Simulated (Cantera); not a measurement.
A Cantera script and what it prints.

```python
import numpy as np
import cantera as ct

gas_names = """
    Fe FeO Fe(OH)2 H HNO HNO2 HNO3 HO2 H2 H2O H2O2 N NH NH2 NH3 NH2OH NO NO2 NO3 N2 N2H2 N2H4 N2O O OH
    O2 O3
""".split()
cond_names = """
    Fe(a) Fe(c) Fe(d) Fe(L) FeO(s) FeO(L) Fe(OH)2(s) Fe(OH)3(s) Fe2O3(s) Fe3O4(s) H2O(s) H2O(L)
""".split()


# ... load() reads the species with a 1 bar reference pressure and builds the phases ...
atoms = {
    'Fe2O3': {'Fe': 2, 'O': 3},
    'H2': {'H': 2},
    'N2': {'N': 2},
}
top_T = {'Fe2O3(s)': 1830, 'Fe3O4(s)': 1870}  # K; cautious upper limits of use, not melting points


# ... equilibrate(T, P, feed) seeds the gas with the atoms and calls Mixture.equilibrate('TP', solver="vcs", rtol=1e-11, max_steps=5000) ...
results = []
feed = {'Fe2O3': 1, 'H2': 670, 'N2': 34}  # mol
P = 97000  # Pa
for T in [948, 1048, 1148, 1248, 1348, 1448, 1548, 1648]:
    mix = equilibrate(T, P, feed)
    results.append((T, P, feed, dict(zip(mix.species_names, mix.species_moles))))

top = {s: max(r[3][s] / sum(r[3][g] for g in gas_names) for r in results) for s in gas_names}
cols = sorted((s for s in top if top[s] > 0.0001), key=lambda s: -top[s])[:6]
seen = [c for c in cond_names if any(r[3].get(c, 0) > 1e-12 for r in results)]
print("log10 of partial pressures in bar; condensed amounts in mol")
print(f"{'T/K':>10s}" + "".join(f"{s[:9]:>10s}" for s in cols + seen))
for T, P, feed, n in results:
    ng = sum(n[g] for g in gas_names)
    print(f"{T:10.4g}" + "".join(f"{np.log10(max(n[s] / ng * P / 1e5, 1e-99)):10.3f}" for s in cols)
          + "".join(f"{n.get(c, 0):10.4g}" for c in seen))
```

It prints:

```
log10 of partial pressures in bar; condensed amounts in mol
       T/K        H2        N2       H2O       NH3     Fe(a)     Fe(c)
       948    -0.037    -1.330    -2.384    -3.797         2         0
      1048    -0.037    -1.330    -2.384    -4.087         2         0
      1148    -0.037    -1.330    -2.384    -4.328         2         0
      1248    -0.037    -1.329    -2.384    -4.532         0         2
      1348    -0.037    -1.329    -2.384    -4.707         0         2
      1448    -0.037    -1.329    -2.384    -4.857         0         2
      1548    -0.037    -1.329    -2.384    -4.989         0         2
      1648    -0.037    -1.329    -2.384    -5.104         0     1.998
```

Equilibrium computed with Cantera from the NASA thermochemical tables; the gas is ideal and each condensed phase is pure.
